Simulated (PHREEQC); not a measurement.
Solution (25 °C): 0.0047 mol/kgw HBr, 0.24 mol/kgw NaCl and 3.9e-05 mol/kgw MgCl2. Closed to the air; pH follows from the charge balance.

Equilibrium calculation in PHREEQC: ion-association model, phreeqc.dat.

Precipitation was switched off in this run.

Problem. What pH, activity of water does the model give?

Solution. pH 2.43; activity of water 0.992.
